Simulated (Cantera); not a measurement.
## Silicon epitaxy and polysilicon growth: SiH2Cl2 + Cl2 + H2

Feed: 1 mol SiH2Cl2, 0.22 mol Cl2, 5.9 mol H2, at 977 °C and 1.30 mbar.

These are equilibrium values from Cantera (NASA tables, ideal gas, pure condensed phases), not measurements of a reactor. Candidate condensed phases: Si; 19 gas species. The tables' values for SiCl3 are old estimates; treat these amounts as uncertain. Kinetics and transport are ignored.

The x(H2) is 0.787 and the x(HCl) comes out as 0.140. The x(SiCl2) comes out as 0.0624 and the x(SiCl3) comes out as 0.00617. The x(SiCl4) is 0.00437 and the x(SiHCl3) is 0.000875. The x(SiH2Cl2) is 2.39e-5 and the x(H) comes out as 1.19e-5. The x(Cl) comes out as 1.80e-6. The n(Si(s)) is 0.406 mol and the gas amount is 8.053 mol.
